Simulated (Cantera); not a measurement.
A freely propagating, adiabatic, planar premixed flame of 22.8 % CO, 5.48 % H2, 15.1 % O2, 56.6 % N2, equivalence ratio 0.94, unburnt at 625 K and 0.780 bar; mixture-averaged transport, grid criteria slope 0.08 and curve 0.16, no radiation.

Model: GRI-Mech 3.0 (53 species, 325 reactions), integrated in Cantera. Burning velocities carry a grid error of a few per cent, more on coarse grids.

Question: Predict: laminar burning velocity; thermal thickness; peak x(O); peak x(H2O2).

Answer: 
```json
{
 "laminar_burning_velocity": "249 cm/s",
 "thermal_thickness": "1.04 mm",
 "peak x(O)": "0.0188",
 "peak x(H2O2)": "1.39e-5"
}
```
